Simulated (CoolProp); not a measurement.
Vapour-liquid equilibrium of acetone (1) + dimethyl carbonate (2) at 327 K; x and y are mole fractions of (1).

Values from CoolProp's multi-fluid Helmholtz-energy mixture model, Lemmon 2006 and Zhou 2011; pair parameters Bell 2016.

Problem. Give the bubble pressure and the first vapour's composition at x = 0.5, 0.65, 0.95. Is there an azeotrope?

Solution. x = 0.5: 0.06107 MPa, y = 0.762; x = 0.65: 0.07059 MPa, y = 0.853; x = 0.95: 0.09046 MPa, y = 0.984. No azeotrope shows between x = 0.05 and 0.95.

Pair parameters are fitted to limited data, so mixtures are less certain than the pure fluids.
